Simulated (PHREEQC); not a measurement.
Make-up at 25 °C: 0.26 mol HF and 0.24 mol Na2CO3 per kg of water. Closed to the air; pH follows from the charge balance.

Model: ion-association model, phreeqc.dat, run in PHREEQC.

No solid was allowed to form.

Question: Estimate the pH.

Answer: pH 7.13.

Question: In which forms is C present?

Answer: HCO3- 82 %, NaHCO3 9.1 %, CO2 8.8 % of the C.
